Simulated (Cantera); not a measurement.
Input: 1 mol Si2H6, 15 mol H2O, 190 mol N2, 1.4 mol N2O, at 10.0 mbar.

Method: chemical equilibrium by Gibbs-energy minimisation in Cantera with the NASA 1993 tables (ideal gas, pure condensed phases). Candidate condensed phases: H2O, Si, SiO2, Si2N2O, Si3N4; 35 gas species. The feed counts by its element totals alone. The tables hold silica as quartz up to 1696 K and as liquid above; real silica turns to tridymite and cristobalite and melts near 1996 K. The numbers say what is thermodynamically allowed, not how fast it happens. All values below are at 1223 K.

Base state: N2 0.914, H2O 0.0592, H2 0.0267 (mole fractions); condensed: SiO2(β-quartz).

### Question
What changes in the equilibrium state with this change: Si2H6 replaced by HMDSO?

### Answer
| species | before | after |
|---|---|---|
| N2 | 0.914 | 0.864 |
| H2 | 0.0267 | 0.0802 |
| H2O | 0.0592 | 0.0282 |
| CO | 0 | 0.0218 |
| CO2 | 0 | 0.00525 |
| SiO2(β-quartz), mol | 2.00 | 2.00 |
Further candidate phases: C, C6H6, C7H8, C8H18, SiC.
